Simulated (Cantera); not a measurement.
Cantera run:

```python
import numpy as np
import cantera as ct

gas_names = [...]  # 109 gases of nasa_gas.yaml made of C, Cl, H, Si
cond_names = """
    C(gr) C6H6(L) C7H8(L) C8H18(L),n-octa Si(cr) Si(L) SiC(b)
""".split()


# ... load() reads the species with a 1 bar reference pressure and builds the phases ...
atoms = {
    'CH3SiCl3': {'C': 1, 'H': 3, 'Si': 1, 'CL': 3},
    'CH4': {'C': 1, 'H': 4},
    'H2': {'H': 2},
}
top_T = {'C(gr)': 4500, 'SiC(b)': 3050}  # K; cautious upper limits of use, not melting points


# ... equilibrate(T, P, feed) seeds the gas with the atoms and calls Mixture.equilibrate('TP', solver="vcs", rtol=1e-11, max_steps=5000) ...
results = []
feed = {'CH3SiCl3': 1, 'CH4': 0.026, 'H2': 2.1}  # mol
T = 1600  # K
P = 3700  # Pa
mix = equilibrate(T, P, feed)
results.append((T, P, feed, dict(zip(mix.species_names, mix.species_moles))))
print(gas.report(threshold=1e-05))
for i in range(1, mix.n_phases):
    print(f"{mix.phase(i).name:16s} {mix.phase_moles(i):12.5e} mol")
```

Result:

```
       temperature   1600 K
          pressure   3700 Pa
           density   0.0063882 kg/m^3
  mean mol. weight   22.968 kg/kmol
   phase of matter   gas

                          1 kg             1 kmol
                     ---------------   ---------------
          enthalpy       -5.7598e+05       -1.3229e+07  J
   internal energy       -1.1552e+06       -2.6532e+07  J
           entropy             10938        2.5122e+05  J/K
    Gibbs function       -1.8076e+07       -4.1518e+08  J
 heat capacity c_p            1504.1             34546  J/K
 heat capacity c_v            1142.1             26231  J/K

                      mass frac. Y      mole frac. X     chem. pot. / RT
                     ---------------   ---------------   ---------------
               CH4        8.6307e-06        1.2356e-05           -48.078
    C2H2,acetylene        1.4103e-05         1.244e-05           -27.507
                CL        0.00026623        0.00017249            -25.05
                 H        8.3422e-06        0.00019009           -11.442
               HCL           0.82368           0.51892           -36.491
                H2          0.039698           0.45229           -22.883
             SiCL2          0.092971          0.021573           -59.402
             SiCL3          0.025576         0.0043697           -84.451
             SiCL4          0.016127         0.0021803            -109.5
            SiHCL3         0.0016181         0.0002744           -95.893
     [  +99 minor]        2.9739e-05         7.468e-06

C(gr)             1.71496e-01 mol
Si(cr)            0.00000e+00 mol
SiC(b)            8.54312e-01 mol
```

Method: chemical equilibrium by Gibbs-energy minimisation in Cantera with the NASA 1993 tables (ideal gas, pure condensed phases). The feed counts by its element totals alone. The tables' values for SiCl3 are old estimates; treat these amounts as uncertain.
